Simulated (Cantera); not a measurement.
A Cantera script and what it prints.

```python
import numpy as np
import cantera as ct

gas_names = """
    Cu Cu2 H H2 N NH NH2 NH3 N2 N2H2 N2H4
""".split()
cond_names = """
    Cu(cr) Cu(L)
""".split()


def load(file, names, dense=False):
    # The tables refer to 1 bar. Condensed volumes are neglected.
    table = {s.name: s for s in ct.Species.list_from_file(file)}
    out = []
    for n in names:
        d = dict(table[n].input_data)
        d["thermo"] = dict(d["thermo"], **{"reference-pressure": 1e5})
        if dense:
            d["equation-of-state"] = {"model": "constant-volume", "density": "1e6 g/cm^3"}
        out.append(ct.Species.from_dict(d))
    return out


gas = ct.Solution(thermo="ideal-gas", species=load("nasa_gas.yaml", gas_names))
cond = {s.name: ct.Solution(thermo="fixed-stoichiometry", species=[s], name=s.name)
        for s in load("nasa_condensed.yaml", cond_names, dense=True)}
atoms = {
    'Cu': {'Cu': 1},
    'NH3': {'N': 1, 'H': 3},
    'N2': {'N': 2},
}
top_T = {}  # K; cautious upper limits of use, not melting points


def equilibrate(T, P, feed):
    n = {}
    for name, mol in feed.items():
        for a, k in atoms[name].items():
            n[a] = n.get(a, 0.0) + k * mol
    gas.TPX = T, P, n
    mass = sum(n.values()) * gas.mean_molecular_weight
    gas.equilibrate("TP")
    valid = [c for c in cond.values() if c.min_temp <= T <= top_T.get(c.name, c.max_temp)]
    mix = ct.Mixture([(gas, mass / gas.mean_molecular_weight)] + [(c, 0.0) for c in valid])
    mix.T, mix.P = T, P
    mix.equilibrate("TP", solver="vcs", rtol=1e-11, max_steps=5000)
    return mix


results = []
feed = {'Cu': 1, 'NH3': 0.12, 'N2': 140}  # mol
T = 1398  # K
for P in [10, 82, 670, 5500, 45000, 370000, 3000000]:
    mix = equilibrate(T, P, feed)
    results.append((T, P, feed, dict(zip(mix.species_names, mix.species_moles))))

top = {s: max(r[3][s] / sum(r[3][g] for g in gas_names) for r in results) for s in gas_names}
cols = sorted((s for s in top if top[s] > 0.0001), key=lambda s: -top[s])[:9]
seen = [c for c in cond_names if any(r[3].get(c, 0) > 1e-12 for r in results)]
print("log10 of partial pressures in bar; condensed amounts in mol")
print(f"{'P/Pa':>10s}" + "".join(f"{s[:9]:>10s}" for s in cols + seen))
for T, P, feed, n in results:
    ng = sum(n[g] for g in gas_names)
    print(f"{P:10.4g}" + "".join(f"{np.log10(max(n[s] / ng * P / 1e5, 1e-99)):10.3f}" for s in cols)
          + "".join(f"{n.get(c, 0):10.4g}" for c in seen))
```

It prints:

```
log10 of partial pressures in bar; condensed amounts in mol
      P/Pa        N2        Cu        H2     Cu(L)
        10    -4.004    -6.150    -6.898         0
        82    -3.087    -5.887    -5.979    0.7777
       670    -2.175    -5.887    -5.066    0.9728
      5500    -1.260    -5.887    -4.151    0.9967
   4.5e+04    -0.347    -5.887    -3.238    0.9996
   3.7e+05     0.568    -5.887    -2.323         1
     3e+06     1.477    -5.887    -1.415         1
```

Method: chemical equilibrium by Gibbs-energy minimisation in Cantera with the NASA 1993 tables (ideal gas, pure condensed phases).
